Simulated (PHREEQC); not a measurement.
KOH is added in steps, without added water, to 1 kg of water holding 0.14 mol HF, 0.00047 mol NaF and 6.1e-05 mol HCl, at 65 °C. Oxygen is held at 0.21 atm. CO2 from the air is kept out. The run lets Halite precipitate or redissolve, and no other solid.

Base run: PHREEQC, ion-association model, wateq4f.dat. Each further column changes one thing. The table gives pH.

| KOH added (mol) | base | database phreeqc.dat | metal-ligand complexes left out | Debye-Hückel limiting law | all activity coefficients set to 1 |
|---|---|---|---|---|---|
| 0 | 2.14 | 2.11 | 2.14 | 2.15 | 2.15 |
| 0.0125 | 2.48 | 2.43 | 2.48 | 2.48 | 2.52 |
| 0.025 | 2.74 | 2.69 | 2.74 | 2.73 | 2.81 |
| 0.0375 | 2.96 | 2.91 | 2.96 | 2.94 | 3.04 |
| 0.05 | 3.15 | 3.11 | 3.15 | 3.13 | 3.25 |
| 0.0625 | 3.32 | 3.29 | 3.32 | 3.30 | 3.43 |
| 0.075 | 3.50 | 3.48 | 3.50 | 3.47 | 3.62 |
| 0.0875 | 3.68 | 3.66 | 3.68 | 3.65 | 3.81 |
| 0.1 | 3.88 | 3.87 | 3.88 | 3.84 | 4.01 |
| 0.1125 | 4.12 | 4.11 | 4.12 | 4.08 | 4.26 |
| 0.125 | 4.46 | 4.45 | 4.46 | 4.41 | 4.60 |
| 0.1375 | 5.29 | 5.29 | 5.29 | 5.24 | 5.44 |
| 0.15 | 10.77 | 10.75 | 10.77 | 10.70 | 10.92 |

wateq4f.dat counts part of the HF as a dimer, H2F2, which phreeqc.dat doesn't know; its constant is uncertain. At this temperature some constants are extrapolated from 25 °C, and those without enthalpy data are left unchanged. phreeqc.dat and wateq4f.dat share most of their constants, so their agreement is no independent check. Solids allowed in the column 'database phreeqc.dat': Halite, Sylvite.
